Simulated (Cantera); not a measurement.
A perfectly stirred reactor is fed with 10.3 % CH₃OH, 18.8 % O₂, 70.9 % N₂, equivalence ratio 0.82, at 1300000 Pa; it is adiabatic with a 400 K inlet, and is followed from long to short residence time, starting on the burning branch (τ in s: 0.053, 0.018, 0.0063, 0.0022, 0.00074, 0.00025, 8.7e-05, 3e-05, 1e-05).

Computed with Cantera and GRI-Mech 3.0 (53 species, 325 reactions). GRI-Mech 3.0 was tuned for natural gas; its chemistry of methanol as a main component is partial and can be far from experiment. The pressure lies above the range GRI-Mech 3.0 was tuned for (to about 10 atm).

Question: Predict: blow-out, bracketed by the residence times tried; x(CH₃OH) at τ = 53.0 ms; x(O₂) at τ = 53.0 ms; x(N₂O) at τ = 53.0 ms; x(HCO) at τ = 53.0 ms; x(NO₂) at τ = 53.0 ms; x(CH₃OH) at τ = 0.740 ms; x(O₂) at τ = 0.740 ms; x(N₂O) at τ = 0.740 ms; x(HCO) at τ = 0.740 ms; x(NO₂) at τ = 0.740 ms.

Answer: 
```json
{
  "blow_out_bracketed_by_the_residence_times_tried": "burning at 30.0 µs, out at 10.0 µs",
  "x(CH₃OH) at τ = 53.0 ms": "4.30e-7",
  "x(O₂) at τ = 53.0 ms": "0.0317",
  "x(N₂O) at τ = 53.0 ms": "7.37e-7",
  "x(HCO) at τ = 53.0 ms": "5.49e-9",
  "x(NO₂) at τ = 53.0 ms": "2.01e-6",
  "x(CH₃OH) at τ = 0.740 ms": "1.85e-5",
  "x(O₂) at τ = 0.740 ms": "0.0335",
  "x(N₂O) at τ = 0.740 ms": "1.40e-6",
  "x(HCO) at τ = 0.740 ms": "4.02e-7",
  "x(NO₂) at τ = 0.740 ms": "2.07e-7"
}
```
